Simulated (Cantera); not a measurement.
An isothermal plug-flow reactor at 1073 K and 600 Torr (inlet), inlet velocity 0.16 m/s, active area per volume 140 1/m; feed CH₄ : O₂ : N₂ : H₂O = 0.0029 : 0.011 : 0.79 : 0.0096 (molar parts).

Cantera simulation using Deutschmann's 1995 Pt surface mechanism with GRI-Mech 3.0 gas chemistry; the numbers are that mechanism's predictions, not measurements. Catalytic surfaces can have several steady states; this one follows from the mechanism file's or the stated starting coverage. Mass transfer to the wall is taken as infinitely fast.

One state of this run: x CH₄ = 1.05e-5; x O₂ = 0.00650; x H₂O = 0.0188; x CO₂ = 0.00350; x CO = 2.39e-8; θ free Pt = 0.467; θ O* = 0.530; θ OH* = 0.00217. x: gas mole fraction; θ: surface coverage.

Which value of z (m) does it belong to?
A) 0.00061
B) 0.00036
C) 0.00022
D) 0.013

D, 0.013
